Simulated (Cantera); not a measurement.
A closed system holds: 1 mol CH3SiH3, 1.4 mol CH4, 1100 mol H2, at 1000 °C.

Method: chemical equilibrium by Gibbs-energy minimisation in Cantera with the NASA 1993 tables (ideal gas, pure condensed phases). Candidate condensed phases: C, C6H6, C7H8, C8H18, Si, SiC; 87 gas species. The feed counts by its element totals alone. Equilibrium is a limit: real reactors are often held back by kinetics, nucleation or transport.

x: gas mole fraction; n: condensed amount in mol.

| P (Pa) | x H2 | x CH4 | x H | x C2H2 (acetylene) | x C2H4 | x CH3 | x SiH4 | n C(graphite) | n SiC(s) |
|---|---|---|---|---|---|---|---|---|---|
| 100 | 1.000 | 9.38e-6 | 2.26e-5 | 3.73e-7 | [?] | 4.14e-9 | 1.90e-12 | 1.39 | 1.00 |
| 320 | 1.000 | 3.00e-5 | 1.26e-5 | 3.73e-7 | [?] | 7.40e-9 | 6.08e-12 | 1.37 | 1.00 |
| 1000 | 1.000 | 9.38e-5 | 7.15e-6 | 3.72e-7 | [?] | 1.31e-8 | 1.90e-11 | 1.30 | 1.00 |
| 3200 | 1.000 | 0.000300 | 4.00e-6 | 3.72e-7 | [?] | 2.34e-8 | 6.08e-11 | 1.07 | 1.00 |
| 10000 | 0.999 | 0.000937 | 2.26e-6 | 3.72e-7 | [?] | 4.13e-8 | 1.90e-10 | 0.364 | 1.00 |
| 32000 | 0.999 | 0.00127 | 1.26e-6 | 6.66e-8 | [?] | 3.13e-8 | 1.43e-9 | 0 | 1.000 |
| 100000 | 0.999 | 0.00127 | 7.14e-7 | 6.82e-9 | [?] | 1.77e-8 | 1.40e-8 | 0 | 1.000 |

Q: What belongs in the gaps?

A: 
- 100, x C2H4: 1.54e-9
- 320, x C2H4: 4.94e-9
- 1000, x C2H4: 1.54e-8
- 3200, x C2H4: 4.93e-8
- 10000, x C2H4: 1.54e-7
- 32000, x C2H4: 8.82e-8
- 100000, x C2H4: 2.82e-8
